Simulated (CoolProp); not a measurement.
A single-stage vapour-compression cycle with ammonia: evaporating at 273.15 K (dew point), condensing at 300.15 K (bubble point), superheat 2 K, subcooling 8 K, compressor efficiency 0.75, no pressure losses. Each further row changes one setting.

Computed with CoolProp (reference Helmholtz-energy equation of state, Gao 2020).

| case | cooling COP | pressure ratio | discharge temperature (K) | refrigerating effect (kJ/kg) | volumetric capacity (kJ/m³) |
|---|---|---|---|---|---|
| as stated | 6.99 | 2.48 | 354.9 | 1180 | 4030 |
| evaporating temperature 278.15 K | 8.90 | 2.07 | 343.1 | 1180 | 4820 |
| condensing temperature 295.15 K | 8.74 | 2.13 | … | 1200 | 4110 |
| subcooling 13 K | 7.13 | 2.48 | 354.9 | 1200 | 4110 |
| superheat 12 K | 6.82 | 2.48 | … | 1200 | 3930 |
| compressor efficiency 0.65 | … | 2.48 | 365.2 | 1180 | 4030 |

Problem. Complete the blanks.

Solution. 
- condensing temperature 295.15 K, discharge temperature (K): 340.2
- superheat 12 K, discharge temperature (K): 368.4
- compressor efficiency 0.65, cooling COP: 6.05
